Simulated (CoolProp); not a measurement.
R123 along the isobar 9 MPa: Z from the reference equation and from simpler models built on Tc = 456.8 K, pc = 3.662 MPa, ω = 0.282; each cubic takes its own stable root.

The numbers come from the reference Helmholtz-energy equation of state, Younglove 1994 in CoolProp. It is a modified Benedict-Webb-Rubin equation, recast in Helmholtz form.

```csv
T (K),phase,reference,van der Waals,Redlich-Kwong,Soave-Redlich-Kwong,Peng-Robinson
204,liquid,0.4784,0.7968,0.5424,0.5338,0.4761
236.8,liquid,0.4300,0.7075,0.4848,0.4747,0.4227
269.7,liquid,0.3952,0.6421,0.4442,0.4328,0.3848
302.5,liquid,0.3703,0.5937,0.4159,0.4036,0.3583
335.3,liquid,0.3530,0.5577,0.3972,0.3844,0.3410
368.1,liquid,0.3423,0.5317,0.3869,0.3743,0.3320
400.9,liquid,0.3384,0.5143,0.3849,0.3739,0.3323
```
